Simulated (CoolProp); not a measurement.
A single-stage vapour-compression cycle with R1336mzz(Z): evaporating at 301.15 K (dew point), condensing at 369.15 K (bubble point), superheat 5 K, subcooling 8 K, compressor efficiency 0.8, no pressure losses. Each further row changes one setting.

Computed with CoolProp (reference Helmholtz-energy equation of state, McLinden 2020).

```json
[
 {"case": "as stated", "cooling COP": "2.50", "pressure ratio": "7.78", "discharge temperature (K)": "369.1", "refrigerating effect (kJ/kg)": "93.8", "volumetric capacity (kJ/m³)": "522"},
 {"case": "evaporating temperature 306.15 K", "cooling COP": "2.85", "pressure ratio": "6.45", "discharge temperature (K)": "369.1", "refrigerating effect (kJ/kg)": "97.8", "volumetric capacity (kJ/m³)": "649"},
 {"case": "condensing temperature 364.15 K", "cooling COP": "…", "pressure ratio": "…", "discharge temperature (K)": "364.1", "refrigerating effect (kJ/kg)": "101", "volumetric capacity (kJ/m³)": "560"},
 {"case": "subcooling 13 K", "cooling COP": "2.68", "pressure ratio": "7.78", "discharge temperature (K)": "369.1", "refrigerating effect (kJ/kg)": "101", "volumetric capacity (kJ/m³)": "560"},
 {"case": "superheat 15 K", "cooling COP": "…", "pressure ratio": "7.78", "discharge temperature (K)": "…", "refrigerating effect (kJ/kg)": "103", "volumetric capacity (kJ/m³)": "…"},
 {"case": "compressor efficiency 0.7", "cooling COP": "…", "pressure ratio": "7.78", "discharge temperature (K)": "369.1", "refrigerating effect (kJ/kg)": "93.8", "volumetric capacity (kJ/m³)": "522"}
]
```

Question: What belongs in the gaps?

Answer: 
- condensing temperature 364.15 K, cooling COP: 2.83
- condensing temperature 364.15 K, pressure ratio: 6.89
- superheat 15 K, cooling COP: 2.59
- superheat 15 K, discharge temperature (K): 370.5
- superheat 15 K, volumetric capacity (kJ/m³): 550
- compressor efficiency 0.7, cooling COP: 2.19

The compression ends wet for: as stated; evaporating temperature 306.15 K; condensing temperature 364.15 K; subcooling 13 K; compressor efficiency 0.7.
